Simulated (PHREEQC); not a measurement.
Consider water at 90 °C with 24 mmol/kgw Li2SO4 and 0.073 mmol/kgw CsF. Closed to the air; pH follows from the charge balance.

Computed with PHREEQC (ion-association model, wateq4f.dat).

| Property | Result |
|---|---|
| pH | 6.59 |
| ionic strength | 0.0687 mol/kgw |

```json
[
 {"species": "Li+", "molality": "0.0463", "activity": "0.0368", "log γ": "-0.100"},
 {"species": "SO4-2", "molality": "0.0223", "activity": "0.00834", "log γ": "-0.427"},
 {"species": "LiSO4-", "molality": "0.00171", "activity": "0.00134", "log γ": "-0.106"},
 {"species": "Cs+", "molality": "7.30e-5", "activity": "5.67e-5", "log γ": "-0.109"},
 {"species": "F-", "molality": "7.29e-5", "activity": "5.57e-5", "log γ": "-0.117"},
 {"species": "OH-", "molality": "1.87e-6", "activity": "1.43e-6", "log γ": "-0.117"},
 {"species": "HSO4-", "molality": "1.48e-6", "activity": "1.15e-6", "log γ": "-0.109"},
 {"species": "H+", "molality": "3.15e-7", "activity": "2.59e-7", "log γ": "-0.085"},
 {"species": "HF", "molality": "7.81e-8", "activity": "7.94e-8", "log γ": "0.007"}
]
```

Precipitation was switched off in this run. At this temperature some constants are extrapolated from 25 °C, and those without enthalpy data are left unchanged.
